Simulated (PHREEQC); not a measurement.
Make-up at 46 °C: 0.11 mmol/kgw CaSO4 and 0.016 mmol/kgw CO2. Closed to the air; pH follows from the charge balance.

Model: ion-association model, phreeqc.dat, run in PHREEQC.

Precipitation was switched off in this run.

Question: Predict the pH.

Answer: pH 5.58.

Question: In which forms is S present?

Answer: SO4-2 98 %, CaSO4 1.8 % of the S.

Away from 25 °C the constants follow the database's enthalpies or fits; those with neither stay at their 25 °C values.
